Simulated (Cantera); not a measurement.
# Ignition delay

Mixture: 31.6 % H₂, 14.4 % O₂, 54.0 % N₂, equivalence ratio 1.1, at 1.00 atm, adiabatic and at constant pressure. Ignition delay is the time to a rise of 400 K.

Cantera simulation using the H2/O2 subset of GRI-Mech 3.0, which has no nitrogen chemistry; the numbers are that mechanism's predictions, not measurements.

```tsv
T0 (K)	delay (ms)
973	0.865
1023	0.206
1073	0.114
1123	0.0752
1173	0.0544
1223	0.0417
```

- apparent activation energy between 1123 and 1223 K: 67 kJ/mol
